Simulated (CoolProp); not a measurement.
Properties of n-nonane along the isotherm 299.75 °C (Tc = 321.4 °C, pc = 2282 kPa, ω = 0.443).

Model: reference Helmholtz-energy equation of state, Lemmon 2006, in CoolProp. It is a short technical equation, of lower accuracy than the large ones.

| p (kPa) | phase | density (kg/m³) | cv (kJ/(kg K)) | conductivity (mW/(m K)) |
|---|---|---|---|---|
| 36.1 | gas | 0.9782 | 2.704 | 37.7 |
| 60.9 | gas | 1.658 | 2.705 | 37.7 |
| 103 | gas | 2.825 | 2.707 | 37.8 |
| 173 | gas | 4.808 | 2.711 | 37.9 |
| 293 | gas | 8.338 | 2.718 | 38.1 |
| 494 | gas | 14.68 | 2.730 | 38.5 |
| 833 | gas | 27.00 | 2.753 | 39.3 |
| 1410 | gas | 57.32 | 2.808 | 41.6 |
| 2370 | liquid | 423.8 | 2.825 | 72.4 |
| 4010 | liquid | 450.5 | 2.814 | 76.9 |
| 6760 | liquid | 476.0 | 2.807 | 82.0 |
| 11400 | liquid | 502.7 | 2.804 | 88.1 |

Thermal conductivity comes from a separate model (Huber 2005).
